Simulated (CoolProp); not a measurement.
CH2F2 (R32) along the isobar 0.452 MPa: density (kg/m³) from the reference equation and from simpler models built on Tc = 351.3 K, pc = 5.783 MPa, ω = 0.277; each cubic takes its own stable root.

Values from CoolProp's reference Helmholtz-energy equation of state, Tillner-Roth 1997.

```tsv
T (K)	phase	reference	ideal gas	van der Waals	Redlich-Kwong	Soave-Redlich-Kwong	Peng-Robinson
274.8	gas	11.18	10.29	10.76	10.90	10.96	[?]
294.9	gas	10.20	[?]	9.952	10.04	10.08	10.12
314.9	gas	9.417	8.981	[?]	9.330	[?]	9.380
334.9	gas	8.767	8.445	8.676	8.717	8.723	[?]
354.9	gas	8.213	7.969	[?]	8.184	8.183	8.208
374.9	gas	7.732	7.544	7.699	7.716	7.710	7.732
395	gas	7.306	7.160	7.288	7.299	7.289	7.309
415	gas	6.930	6.815	6.922	6.929	6.916	6.934
435	gas	6.593	6.502	6.592	6.595	6.581	6.597
```

**Question.** Complete the blanks.

**Answer.** 
- 274.8, Peng-Robinson: 11.00
- 294.9, ideal gas: 9.590
- 314.9, van der Waals: 9.268
- 314.9, Soave-Redlich-Kwong: 9.348
- 334.9, Peng-Robinson: 8.752
- 354.9, van der Waals: 8.157
